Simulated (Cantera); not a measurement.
An adiabatic, constant-volume homogeneous reactor starts with CH₄ : O₂ : N₂ = 1 : 1.43 : 5.37 (molar parts), equivalence ratio 1.4, at 1673 K and 101000 Pa.

Computed with Cantera and GRI-Mech 3.0 (53 species, 325 reactions).

One state of this run: T (K) = 2979; P (bar) = 2.01; x CH₄ = <1e-12; x O₂ = 0.00483; x C₂H₂ = <1e-12; x C₂H₆ = <1e-12; x OH = 0.0200; x CH₂CO = <1e-12; x NO₂ = 7.89e-7. x: mole fraction; the columns are a selection and need not sum to one.

**Question.** Which value of t (s) does it belong to?
A. 0.000200
B. 3.17e-5
C. 0.0200
D. 1.26e-5

**Answer.** C, 0.0200
